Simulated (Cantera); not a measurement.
Input (Python, Cantera) and output of one run.

```python
import numpy as np
import cantera as ct

gas_names = """
    Fe FeO O O2 O3 S SO SO2 SO3 S2 S2O S8
""".split()
cond_names = """
    Fe(a) Fe(c) Fe(d) Fe(L) FeO(s) FeO(L) FeS(a) FeS(b) FeS(c) FeS(L) FeSO4(s) FeS2(s) Fe2O3(s)
    Fe2S3O12(s) Fe3O4(s) S(cr1) S(cr2) S(L)
""".split()


# ... load() reads the species with a 1 bar reference pressure and builds the phases ...
atoms = {
    'Fe2O3': {'Fe': 2, 'O': 3},
    'SO3': {'S': 1, 'O': 3},
    'O2': {'O': 2},
}
top_T = {'FeSO4(s)': 950, 'FeS2(s)': 1010, 'Fe2O3(s)': 1830, 'Fe2S3O12(s)': 1100, 'Fe3O4(s)': 1870}  # K; cautious upper limits of use, not melting points


# ... equilibrate(T, P, feed) seeds the gas with the atoms and calls Mixture.equilibrate('TP', solver="vcs", rtol=1e-11, max_steps=5000) ...
results = []
feed = {'Fe2O3': 1, 'SO3': 0.4, 'O2': 0.61}  # mol
P = 1100  # Pa
for T in [1198, 1273, 1348, 1423, 1498, 1573, 1648, 1723, 1798]:
    mix = equilibrate(T, P, feed)
    results.append((T, P, feed, dict(zip(mix.species_names, mix.species_moles))))

top = {s: max(r[3][s] / sum(r[3][g] for g in gas_names) for r in results) for s in gas_names}
cols = sorted((s for s in top if top[s] > 0.001), key=lambda s: -top[s])[:7]
seen = [c for c in cond_names if any(r[3].get(c, 0) > 1e-12 for r in results)]
print("log10 of partial pressures in bar; condensed amounts in mol")
print(f"{'T/K':>10s}" + "".join(f"{s[:9]:>10s}" for s in cols + seen))
for T, P, feed, n in results:
    ng = sum(n[g] for g in gas_names)
    print(f"{T:10.4g}" + "".join(f"{np.log10(max(n[s] / ng * P / 1e5, 1e-99)):10.3f}" for s in cols)
          + "".join(f"{n.get(c, 0):10.4g}" for c in seen))
```

Result:

```
log10 of partial pressures in bar; condensed amounts in mol
       T/K        O2       SO2       SO3  Fe2O3(s)  Fe3O4(s)
      1198    -2.134    -2.447    -4.097         1         0
      1273    -2.133    -2.444    -4.342         1         0
      1348    -2.133    -2.442    -4.560         1         0
      1423    -2.133    -2.441    -4.755         1         0
      1498    -2.133    -2.441    -4.930         1         0
      1573    -2.108    -2.496    -5.132         0    0.6667
      1648    -2.108    -2.496    -5.275         0    0.6667
      1723    -2.108    -2.496    -5.406         0    0.6667
      1798    -2.108    -2.496    -5.525         0    0.6667
```

Method: chemical equilibrium by Gibbs-energy minimisation in Cantera with the NASA 1993 tables (ideal gas, pure condensed phases).
